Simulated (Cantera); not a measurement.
A Cantera script and its output.

```python
import numpy as np
import cantera as ct

gas = ct.Solution("gri30.yaml")
gas.TPX = 523, 67000, {'CH4': 1, 'CO': 0.75, 'O2': 3.25, 'N2': 12.2}
flame = ct.FreeFlame(gas, width=0.053)
flame.set_refine_criteria(ratio=3, slope=0.08, curve=0.16)
flame.transport_model = "mixture-averaged"
flame.solve(loglevel=0, auto=True)
z, T = flame.grid, flame.T
thick = (T[-1] - T[0]) / np.gradient(T, z).max()
show = ['CH4', 'CO', 'O2', 'C2H2', 'NO', 'HCN']
print(f"laminar burning velocity  {flame.velocity[0] * 100:.3f} cm/s")
print(f"burnt temperature         {T[-1]:.1f} K")
print(f"thermal thickness         {thick * 1e3:.4f} mm")
print(f"grid points               {len(z)}")
z0 = z[flame.heat_release_rate.argmax()]
print(f"{'z/mm':>9s}{'T/K':>9s}{'u/(m/s)':>9s}" + "".join(f"{s:>11s}" for s in show))
rows = []
for k in (-3, -2, -1.5, -1, -0.5, -0.25, 0, 0.25, 0.5, 1, 2, 4, 8):
    zz = z0 + k * thick
    rows.append([k * thick, np.interp(zz, z, T), np.interp(zz, z, flame.velocity),
                 *(np.interp(zz, z, flame.X[gas.species_index(s)]) for s in show)])
    print(f"{rows[-1][0] * 1e3:9.3f}{rows[-1][1]:9.1f}{rows[-1][2]:9.3f}" + "".join(f"{x:11.3e}" for x in rows[-1][3:]))
```

It prints:

```
laminar burning velocity  92.297 cm/s
burnt temperature         2103.4 K
thermal thickness         0.5759 mm
grid points               137
     z/mm      T/K  u/(m/s)        CH4         CO         O2       C2H2         NO        HCN
   -1.728    523.1    0.923  5.812e-02  4.359e-02  1.889e-01  2.905e-11  1.851e-11  9.894e-13
   -1.152    523.8    0.925  5.803e-02  4.357e-02  1.887e-01  4.855e-10  2.443e-10  1.713e-11
   -0.864    526.9    0.932  5.781e-02  4.355e-02  1.884e-01  3.078e-09  1.300e-09  1.117e-10
   -0.576    552.7    0.980  5.641e-02  4.369e-02  1.866e-01  3.822e-08  1.308e-08  1.452e-09
   -0.288    802.3    1.432  4.426e-02  4.687e-02  1.690e-01  7.724e-07  2.423e-07  3.006e-08
   -0.144   1142.0    2.048  2.638e-02  5.305e-02  1.401e-01  2.753e-06  7.075e-07  9.924e-08
    0.000   1497.2    2.692  6.794e-03  5.779e-02  1.018e-01  5.272e-06  1.630e-06  2.236e-07
    0.144   1652.9    2.961  5.338e-04  4.892e-02  7.819e-02  6.312e-07  2.955e-06  1.740e-07
    0.288   1711.5    3.050  2.343e-05  3.713e-02  6.905e-02  1.255e-08  4.289e-06  5.947e-08
    0.576   1786.0    3.158  5.257e-08  2.402e-02  6.249e-02  5.779e-12  6.700e-06  4.739e-09
    1.152   1873.9    3.292  6.869e-13  1.600e-02  5.850e-02  7.894e-18  1.054e-05  3.840e-11
    2.303   1959.6    3.425  1.726e-18  1.143e-02  5.604e-02  1.195e-23  1.612e-05  2.552e-13
    4.607   2028.3    3.529  2.151e-19  7.246e-03  5.413e-02  2.248e-24  2.434e-05  1.770e-13
```

Model: GRI-Mech 3.0 (53 species, 325 reactions), integrated in Cantera. Burning velocities carry a grid error of a few per cent, more on coarse grids.
